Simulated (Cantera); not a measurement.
A closed system holds: 1 mol PbF2, 0.17 mol N2, equilibrated at 1475 K and 0.200 bar.

Cantera equilibrium calculation (NASA polynomials, part measured and part estimated; ideal gas, pure solids and liquids). Candidate condensed phases: Pb, PbF2; 12 gas species. Equilibrium is a limit: real reactors are often held back by kinetics, nucleation or transport.

Base state: PbF2 0.498, PbF4 0.199, N2 0.157, Pb 0.0961, PbF 0.0499, Pb2 3.42e-5 (mole fractions); condensed: Pb(l).

**Question.** What changes in the equilibrium state with this change: pressure from 0.200 bar to 1.40 Pa?

**Answer.** 
| species | before | after |
|---|---|---|
| PbF2 | 0.498 | 0.511 |
| PbF4 | 0.199 | 0.157 |
| N2 | 0.157 | 0.145 |
| Pb | 0.0961 | 0.128 |
| PbF | 0.0499 | 0.0584 |
| F | 3.31e-8 | 0.000414 |
| Pb2 | 3.42e-5 | 4.26e-9 |
| Pb(l), mol | 0.0847 | 0 |

**Question.** What changes in the equilibrium state with this change: pressure from 0.200 bar to 15.0 mbar?

**Answer.** 
| species | before | after |
|---|---|---|
| PbF2 | 0.498 | 0.511 |
| PbF4 | 0.199 | 0.157 |
| N2 | 0.157 | 0.145 |
| Pb | 0.0961 | 0.128 |
| PbF | 0.0499 | 0.0584 |
| Pb2 | 3.42e-5 | 4.56e-6 |
| Pb(l), mol | 0.0847 | 0 |

**Question.** What changes in the equilibrium state with this change: pressure from 0.200 bar to 0.460 bar?

**Answer.** 
```
species        before    after
------------  -------  -------
N2              0.157    0.542
PbF2            0.498    0.264
PbF4            0.199    0.128
Pb             0.0961   0.0418
PbF            0.0499   0.0240
Pb2           3.42e-5  1.49e-5
Pb(l), mol     0.0847   0.0234
PbF2(l), mol        0    0.833
```
Each liquid is taken as pure. Mutual solubility and eutectic melting of coexisting phases are not modelled.
